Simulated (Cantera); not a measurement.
A closed system holds: 1 mol TiCl₄, 0.32 mol CH₄, equilibrated at 0.0200 bar.

Method: chemical equilibrium by Gibbs-energy minimisation in Cantera with the NASA 1993 tables (ideal gas, pure condensed phases). Candidate condensed phases: C, C₆H₆, C₇H₈, C₈H₁₈, Ti, TiC, TiCl₂, TiCl₃, TiCl₄; 96 gas species. The tables' values for TiCl₂ are old estimates; treat these amounts as uncertain. TiC: taken at fixed stoichiometry. Rates play no part. All values below are at 1575 K.

Base state: HCl 0.499, TiCl₃ 0.282, TiCl₄ 0.153, H₂ 0.0640, TiCl₂ 0.00137, Cl 0.000461, H 7.43e-5 (mole fractions); condensed: C(graphite) + TiC(s).

Question: What changes in the equilibrium state with this change: CH₄ from 0.32 to 0.15 mol?

Answer: 
```csv
species,before,after
HCl,0.499,0.352
TiCl₃,0.282,0.350
TiCl₄,0.153,0.282
H₂,0.0640,0.0142
H,7.43e-5,3.51e-5
Cl,0.000461,0.000688
"C(graphite), mol",0.211,0.150
"TiC(s), mol",0.109,0
```

Question: What changes in the equilibrium state with this change: CH₄ from 0.32 to 6 mol?

Answer: 
| species | before | after |
|---|---|---|
| H₂ | 0.0640 | 0.717 |
| HCl | 0.499 | 0.281 |
| TiCl₃ | 0.282 | 0.00135 |
| TiCl₄ | 0.153 | 0.000122 |
| CH₄ | 1.49e-7 | 1.87e-5 |
| TiCl₂ | 0.00137 | 3.88e-5 |
| C₂H₂ (acetylene) | 1.35e-6 | 1.51e-5 |
| C(graphite), mol | 0.211 | 5.02 |
| TiC(s), mol | 0.109 | 0.979 |
